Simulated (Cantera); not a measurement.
Cantera run:

```python
import numpy as np
import cantera as ct

gas_names = """
    AL ALH ALI ALI3 ALN ALO ALOH ALO2 ALO2H AL2 AL2I6 AL2O AL2O2 H HALO HI HNO HNO2 HNO3 HO2 H2 H2O H2O2
    I I2 N NH NH2 NH3 NH2OH NO NO2 NO3 N2 N2H2 N2H4 N2O O OH O2 O3
""".split()
cond_names = """
    AL(cr) AL(L) ALI3(s) ALI3(L) ALN(s) AL2O3(a) AL2O3(L) H2O(s) H2O(L) I2(cr) I2(L)
""".split()


# ... load() reads the species with a 1 bar reference pressure and builds the phases ...
atoms = {
    'AlI3': {'AL': 1, 'I': 3},
    'N2O': {'N': 2, 'O': 1},
    'N2': {'N': 2},
    'NH3': {'N': 1, 'H': 3},
}
top_T = {'ALN(s)': 2750}  # K; cautious upper limits of use, not melting points


# ... equilibrate(T, P, feed) seeds the gas with the atoms and calls Mixture.equilibrate('TP', solver="vcs", rtol=1e-11, max_steps=5000) ...
results = []
feed = {'AlI3': 1, 'N2O': 0.9, 'N2': 490, 'NH3': 11}  # mol
T = 1823.15  # K
for P in [10, 37, 140, 520, 1900, 7200, 27000, 100000]:
    mix = equilibrate(T, P, feed)
    results.append((T, P, feed, dict(zip(mix.species_names, mix.species_moles))))

top = {s: max(r[3][s] / sum(r[3][g] for g in gas_names) for r in results) for s in gas_names}
cols = sorted((s for s in top if top[s] > 0.0001), key=lambda s: -top[s])[:5]
seen = [c for c in cond_names if any(r[3].get(c, 0) > 1e-12 for r in results)]
print("log10 of partial pressures in bar; condensed amounts in mol")
print(f"{'P/Pa':>10s}" + "".join(f"{s[:9]:>10s}" for s in cols + seen))
for T, P, feed, n in results:
    ng = sum(n[g] for g in gas_names)
    print(f"{P:10.4g}" + "".join(f"{np.log10(max(n[s] / ng * P / 1e5, 1e-99)):10.3f}" for s in cols)
          + "".join(f"{n.get(c, 0):10.4g}" for c in seen))
```

It prints:

```
log10 of partial pressures in bar; condensed amounts in mol
      P/Pa        N2        H2         H         I        HI    ALN(s)  AL2O3(a)
        10    -4.019    -5.550    -6.138    -6.243    -9.022         0    0.2896
        37    -3.450    -4.956    -5.841    -5.684    -8.166         0    0.2895
       140    -2.871    -4.364    -5.545    -5.124    -7.310         0    0.2919
       520    -2.301    -3.787    -5.256    -4.574    -6.471         0    0.2958
      1900    -1.738    -3.221    -4.973    -4.025    -5.639         0    0.2983
      7200    -1.159    -2.641    -4.683    -3.459    -4.784         0    0.2992
   2.7e+04    -0.585    -2.068    -4.397    -2.904    -3.942         0    0.2995
     1e+05    -0.017    -1.501    -4.113    -2.338    -3.092    0.1887    0.2995
```

Cantera equilibrium calculation (NASA polynomials, part measured and part estimated; ideal gas, pure solids and liquids). Mutual solubility and eutectic melting of coexisting phases are not modelled.
